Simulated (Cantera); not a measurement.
**Equilibrium for silicon nitride deposition: SiCl4 + NH3 + N2**

Charge: 1 mol SiCl4, 37 mol NH3, 16 mol N2, at 0.133 bar.

Cantera equilibrium calculation (NASA polynomials, part measured and part estimated; ideal gas, pure solids and liquids). Candidate condensed phases: NH4Cl, Si, Si3N4; 28 gas species. The tables' values for SiCl, SiCl3 are old estimates; treat these amounts as uncertain. Gases not in the tables: Si2H6 and higher silanes. The numbers say what is thermodynamically allowed, not how fast it happens.

From 1673 K to 1898 K the condensed part is Si3N4(s). At 1923 K the condensed part is Si(l). The main Si-bearing gas is SiCl2 throughout. The share of Si in condensed phases is highest at 1673 K (92.5 %) and lowest at 1923 K (51.1 %).

```tsv
T (K)	x H2	x N2	x HCl	x SiCl2	x H	x Si	x SiCl	x Cl	n Si3N4(s)	n Si(l)
1673	0.586	0.371	0.0421	0.000806	0.000239	2.32e-7	9.06e-7	1.34e-5	0.308	0
1698	0.586	0.371	0.0416	0.00103	0.000303	4.80e-7	1.57e-6	1.67e-5	0.301	0
1723	0.586	0.371	0.0410	0.00131	0.000382	9.72e-7	2.65e-6	2.07e-5	0.293	0
1748	0.586	0.371	0.0404	0.00164	0.000479	1.93e-6	4.41e-6	2.54e-5	0.282	0
1773	0.587	0.371	0.0396	0.00201	0.000597	3.75e-6	7.21e-6	3.09e-5	0.271	0
1798	0.587	0.371	0.0387	0.00245	0.000739	7.16e-6	1.16e-5	3.73e-5	0.257	0
1823	0.587	0.372	0.0377	0.00293	0.000909	1.34e-5	1.82e-5	4.45e-5	0.242	0
1848	0.587	0.372	0.0366	0.00347	0.00111	2.47e-5	2.83e-5	5.27e-5	0.224	0
1873	0.587	0.372	0.0354	0.00404	0.00135	4.48e-5	4.31e-5	6.18e-5	0.205	0
1898	0.587	0.372	0.0341	0.00465	0.00164	7.98e-5	6.47e-5	7.19e-5	0.184	0
1923	0.585	0.375	0.0332	0.00497	0.00197	0.000127	8.83e-5	8.44e-5	0	0.511
```
x: gas mole fraction; n: condensed amount in mol.
